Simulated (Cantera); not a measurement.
An adiabatic, constant-volume homogeneous reactor starts with 5.68 % CH₄, 0.182 % CO, 19.8 % O₂, 74.4 % N₂, equivalence ratio 0.58, at 1498 K and 1900000 Pa.

Detailed kinetics in Cantera: GRI-Mech 3.0 (53 species, 325 reactions). The pressure lies above the range GRI-Mech 3.0 was tuned for (to about 10 atm).

Q: Predict: time of steepest temperature rise; temperature at 2.00 s; equilibrium temperature; x(CO) at 2.00 s; x(O₂) at 2.00 s; x(NO₂) at 2.00 s; x(HCO) at 2.00 s.

A: 
| Property | Value |
|---|---|
| time of steepest temperature rise | 85.1 µs |
| temperature at 2.00 s | 2790 K |
| equilibrium temperature | 2790 K |
| x(CO) at 2.00 s | 0.00489 (gas-phase equilibrium 0.00489) |
| x(O₂) at 2.00 s | 0.0717 (gas-phase equilibrium 0.0717) |
| x(NO₂) at 2.00 s | 4.84e-5 (gas-phase equilibrium 4.84e-5) |
| x(HCO) at 2.00 s | 8.38e-9 (gas-phase equilibrium 8.38e-9) |
